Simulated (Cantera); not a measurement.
Charge: 1 mol SiH₄, a varied amount of NO, at 1125 °C and 133 Pa.

These are equilibrium values from Cantera (NASA tables, ideal gas, pure condensed phases), not measurements of a reactor. Candidate condensed phases: H₂O, Si, SiO₂, Si₂N₂O, Si₃N₄; 35 gas species. Mutual solubility and eutectic melting of coexisting phases are not modelled. The tables hold silica as quartz up to 1696 K and as liquid above; real silica turns to tridymite and cristobalite and melts near 1996 K. Rates play no part.

x: gas mole fraction; n: condensed amount in mol.

```json
[
 {"n(NO) (mol)": "1.3", "x H₂": "0.826", "x N₂": "0.173", "x H₂O": "3.09e-5", "x O₂": "<1e-12", "x SiO": "…", "n SiO₂(β-quartz)": "0.532", "n Si₂N₂O(s)": "0.232"},
 {"n(NO) (mol)": "1.8", "x H₂": "0.705", "x N₂": "0.294", "x H₂O": "3.15e-5", "x O₂": "<1e-12", "x SiO": "…", "n SiO₂(β-quartz)": "0.865", "n Si₂N₂O(s)": "0.0656"},
 {"n(NO) (mol)": "2.3", "x H₂": "0.540", "x N₂": "0.365", "x H₂O": "0.0952", "x O₂": "4.49e-12", "x SiO": "…", "n SiO₂(β-quartz)": "1.000", "n Si₂N₂O(s)": "0"},
 {"n(NO) (mol)": "2.8", "x H₂": "0.353", "x N₂": "0.412", "x H₂O": "0.235", "x O₂": "6.40e-11", "x SiO": "…", "n SiO₂(β-quartz)": "1.00", "n Si₂N₂O(s)": "0"},
 {"n(NO) (mol)": "3.3", "x H₂": "0.192", "x N₂": "0.452", "x H₂O": "0.356", "x O₂": "4.97e-10", "x SiO": "…", "n SiO₂(β-quartz)": "1.00", "n Si₂N₂O(s)": "0"},
 {"n(NO) (mol)": "3.8", "x H₂": "0.0513", "x N₂": "0.487", "x H₂O": "0.462", "x O₂": "1.17e-8", "x SiO": "…", "n SiO₂(β-quartz)": "1.00", "n Si₂N₂O(s)": "0"},
 {"n(NO) (mol)": "4.3", "x H₂": "2.99e-5", "x N₂": "0.500", "x H₂O": "0.465", "x O₂": "0.0347", "x SiO": "…", "n SiO₂(β-quartz)": "1.00", "n Si₂N₂O(s)": "0"},
 {"n(NO) (mol)": "4.8", "x H₂": "1.73e-5", "x N₂": "0.500", "x H₂O": "0.416", "x O₂": "0.0831", "x SiO": "…", "n SiO₂(β-quartz)": "1.00", "n Si₂N₂O(s)": "0"},
 {"n(NO) (mol)": "5.3", "x H₂": "1.29e-5", "x N₂": "0.500", "x H₂O": "0.377", "x O₂": "0.122", "x SiO": "…", "n SiO₂(β-quartz)": "1.00", "n Si₂N₂O(s)": "0"},
 {"n(NO) (mol)": "5.8", "x H₂": "1.05e-5", "x N₂": "0.500", "x H₂O": "0.345", "x O₂": "0.155", "x SiO": "1.64e-12", "n SiO₂(β-quartz)": "1.00", "n Si₂N₂O(s)": "0"},
 {"n(NO) (mol)": "6.3", "x H₂": "8.92e-6", "x N₂": "0.500", "x H₂O": "0.317", "x O₂": "0.182", "x SiO": "1.52e-12", "n SiO₂(β-quartz)": "1.00", "n Si₂N₂O(s)": "0"}
]
```

Question: Complete the blanks.

Answer: 
- 1.3, x SiO: 0.00144
- 1.8, x SiO: 0.00121
- 2.3, x SiO: 3.05e-7
- 2.8, x SiO: 8.08e-8
- 3.3, x SiO: 2.90e-8
- 3.8, x SiO: 5.99e-9
- 4.3, x SiO: 3.47e-12
- 4.8, x SiO: 2.24e-12
- 5.3, x SiO: 1.85e-12
